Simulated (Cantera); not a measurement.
What does this Cantera script print?

```python
import numpy as np
import cantera as ct

gas = ct.Solution("gri30.yaml")
gas.TPX = 925, 100000, {'CO': 0.025, 'O2': 0.004, 'H2O': 0.00057, 'N2': 1}
reactor = ct.IdealGasConstPressureReactor(gas, energy="off", clone=False)
net = ct.ReactorNet([reactor])
net.rtol, net.atol = 1e-08, 1e-18
show = ['CO', 'O2', 'H2O', 'CO2', 'O', 'HO2']
times = np.geomspace(2e-06, 200, 10)

steps = ct.SolutionArray(gas, extra=["t"])
rows = []
print(f"{'t/s':>10s}{'T/K':>9s}{'P/Pa':>11s}" + "".join(f"{s:>11s}" for s in show))
for t in times:
    while net.time < t:
        t_next = net.step()
        steps.append(gas.state, t=t_next)
    rows.append([np.interp(t, steps.t, y) for y in (steps.T, steps.P, *steps(*show).X.T)])
    print(f"{t:10.3e}{rows[-1][0]:9.1f}{rows[-1][1]:11.4g}" + "".join(f"{x:11.3e}" for x in rows[-1][2:]))
rate = np.gradient(steps.T, steps.t)
print("integrator steps:", len(steps.t))
if steps.T.max() > steps.T[0] + 200:
    print(f"time of steepest temperature rise: {steps.t[rate.argmax()]:.4e} s")
gas.TPX = 925, 100000, {'CO': 0.025, 'O2': 0.004, 'H2O': 0.00057, 'N2': 1}
gas.equilibrate("TP")
print(f"equilibrium (TP): T = {gas.T:.1f} K  " + "  ".join(f"{s} {gas[s].X[0]:.3e}" for s in show))
```

Output:

```
       t/s      T/K       P/Pa         CO         O2        H2O        CO2          O        HO2
 2.000e-06    925.0      1e+05  2.428e-02  3.885e-03  5.536e-04  3.122e-14  3.119e-14  3.119e-19
 1.549e-05    925.0      1e+05  2.428e-02  3.885e-03  5.536e-04  2.423e-13  2.408e-13  2.644e-18
 1.199e-04    925.0      1e+05  2.428e-02  3.885e-03  5.536e-04  1.914e-12  1.828e-12  2.281e-16
 9.283e-04    925.0      1e+05  2.428e-02  3.885e-03  5.536e-04  1.689e-11  1.218e-11  6.566e-14
 7.188e-03    925.0      1e+05  2.428e-02  3.885e-03  5.536e-04  1.931e-10  3.845e-11  3.423e-12
 5.565e-02    925.0      1e+05  2.428e-02  3.885e-03  5.536e-04  2.109e-09  4.529e-11  4.220e-11
 4.309e-01    925.0      1e+05  2.428e-02  3.885e-03  5.536e-04  4.588e-08  9.728e-11  5.170e-10
 3.336e+00    925.0      1e+05  2.426e-02  3.874e-03  5.536e-04  2.136e-05  6.849e-09  6.242e-08
 2.583e+01    925.0      1e+05  2.357e-02  3.526e-03  5.515e-04  7.236e-04  1.106e-08  1.019e-07
 2.000e+02    925.0      1e+05  1.776e-02  6.062e-04  5.376e-04  6.601e-03  6.903e-09  6.626e-08
integrator steps: 517
equilibrium (TP): T = 925.0 K  CO 1.613e-02  O2 3.950e-24  H2O 1.121e-04  CO2 8.244e-03  O 2.680e-23  HO2 7.700e-29
```

Cantera simulation using GRI-Mech 3.0 (53 species, 325 reactions); the numbers are that mechanism's predictions, not measurements.
